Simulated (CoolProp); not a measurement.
Vapour-liquid equilibrium of CH2F2 (R32) (1) + R1234yf (2) at 25.1 kPa; x and y are mole fractions of (1).

The numbers come from the multi-fluid Helmholtz-energy mixture model, Tillner-Roth 1997 and Lemmon 2022; pair parameters Bell 2023 in CoolProp.

Q: Give the bubble temperature and the first vapour's composition at x = 0.15, 0.35, 0.85. Is there an azeotrope?

A: x = 0.15: 207.9 K, y = 0.477; x = 0.35: 202.5 K, y = 0.705; x = 0.85: 198.0 K, y = 0.907. No azeotrope shows between x = 0.05 and 0.95.

Pair parameters are fitted to limited data, so mixtures are less certain than the pure fluids.
